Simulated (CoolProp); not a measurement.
Vapour-liquid equilibrium of n-butane (1) + cyclohexane (2) at 115.45 °C; x and y are mole fractions of (1).

The numbers come from the multi-fluid Helmholtz-energy mixture model, Bücker 2006 and Zhou 2014; pair parameters Bell 2016 in CoolProp.

Q: Give the bubble pressure and the first vapour's composition at x = 0.2, 0.65, 0.95. Is there an azeotrope?

A: x = 0.2: 0.5287 MPa, y = 0.579; x = 0.65: 1.315 MPa, y = 0.905; x = 0.95: 1.918 MPa, y = 0.986. No azeotrope shows between x = 0.05 and 0.95.

The pair parameters rest on a limited set of measurements; away from them the model extrapolates.
